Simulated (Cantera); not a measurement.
Charge: 1 mol Cu, 0.74 mol H2O, 2.1 mol CO, held at 0.133 bar.

Cantera equilibrium calculation (NASA polynomials, part measured and part estimated; ideal gas, pure solids and liquids). Candidate condensed phases: C, C6H6, C7H8, C8H18, Cu, CuO, Cu(OH)2, Cu2O, H2O; 113 gas species. Equilibrium is a limit: real reactors are often held back by kinetics, nucleation or transport.

x: gas mole fraction; n: condensed amount in mol.

```
T (°C)   x CO  x CO2   x H2   x H2O      x Cu       x H  x OH  n Cu(s)  n Cu(l)
------  -----  -----  -----  ------  --------  --------  ----  -------  -------
775     0.541  0.199  0.199  0.0617  7.34e-10   9.44e-9     ?     1.00        0
925     0.559  0.181  0.181  0.0798   8.71e-8   2.21e-7     ?     1.00        0
1075    0.573  0.166  0.166  0.0943   3.51e-6   2.58e-6     ?    1.000        0
1225    0.585  0.155  0.155   0.106   5.96e-5   1.85e-5     ?        0    1.000
1375    0.593  0.146  0.146   0.115  0.000592   9.31e-5     ?        0    0.998
1525    0.598  0.138  0.138   0.121   0.00397  0.000358     ?        0    0.989
1675    0.594  0.130  0.130   0.125    0.0197   0.00111     ?        0    0.943
```

Problem. Complete the blanks.

Solution. 
- 775, x OH: 9.22e-12
- 925, x OH: 7.73e-10
- 1075, x OH: 2.36e-8
- 1225, x OH: 3.59e-7
- 1375, x OH: 3.29e-6
- 1525, x OH: 2.07e-5
- 1675, x OH: 9.71e-5
